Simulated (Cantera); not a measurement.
A Cantera script and its output.

```python
import numpy as np
import cantera as ct

gas = ct.Solution("gri30.yaml", transport_model="mixture-averaged")
show = ['CH3', 'NO', 'H2O']

rows = []
print(f"{'T/K':>7s}{'rho':>11s}{'cp':>10s}{'mu':>11s}{'lambda':>11s}{'Pr':>7s}" + "".join(f"{'D_' + s:>11s}" for s in show))
for T in [400, 600, 800, 1000, 1200, 1400, 1600, 1800, 2000]:
    gas.TPX = T, 101325, {'O2': 0.3, 'CO2': 0.14}
    Pr = gas.cp_mass * gas.viscosity / gas.thermal_conductivity
    D = [gas.mix_diff_coeffs_mole[gas.species_index(s)] for s in show]
    rows.append([gas.density, gas.cp_mass, gas.viscosity, gas.thermal_conductivity, Pr, *D])
    print(f"{T:7g}{gas.density:11.4e}{gas.cp_mass:10.1f}{gas.viscosity:11.4e}"
          f"{gas.thermal_conductivity:11.4e}{Pr:7.3f}" + "".join(f"{d:11.4e}" for d in D))
print("SI units: kg/m3, J/kg/K, Pa s, W/m/K, m2/s")
```

Output:

```
    T/K        rho        cp         mu     lambda     Pr      D_CH3       D_NO      D_H2O
    400 1.0913e+00     940.0 2.3322e-05 3.0858e-02  0.710 3.4741e-05 3.0965e-05 3.5474e-05
    600 7.2753e-01    1031.3 3.1709e-05 4.5789e-02  0.714 7.0747e-05 6.2430e-05 7.6742e-05
    800 5.4565e-01    1099.3 3.8902e-05 5.9547e-02  0.718 1.1581e-04 1.0171e-04 1.2998e-04
   1000 4.3652e-01    1146.5 4.5341e-05 7.2175e-02  0.720 1.6894e-04 1.4799e-04 1.9358e-04
   1200 3.6377e-01    1178.8 5.1256e-05 8.3892e-02  0.720 2.2948e-04 2.0072e-04 2.6649e-04
   1400 3.1180e-01    1204.2 5.6777e-05 9.4901e-02  0.720 2.9697e-04 2.5949e-04 3.4796e-04
   1600 2.7283e-01    1224.6 6.1992e-05 1.0536e-01  0.720 3.7102e-04 3.2400e-04 4.3744e-04
   1800 2.4251e-01    1241.3 6.6958e-05 1.1541e-01  0.720 4.5134e-04 3.9397e-04 5.3453e-04
   2000 2.1826e-01    1255.6 7.1719e-05 1.2512e-01  0.720 5.3769e-04 4.6921e-04 6.3891e-04
SI units: kg/m3, J/kg/K, Pa s, W/m/K, m2/s
```

Model: GRI-Mech 3.0 (53 species, 325 reactions), integrated in Cantera.
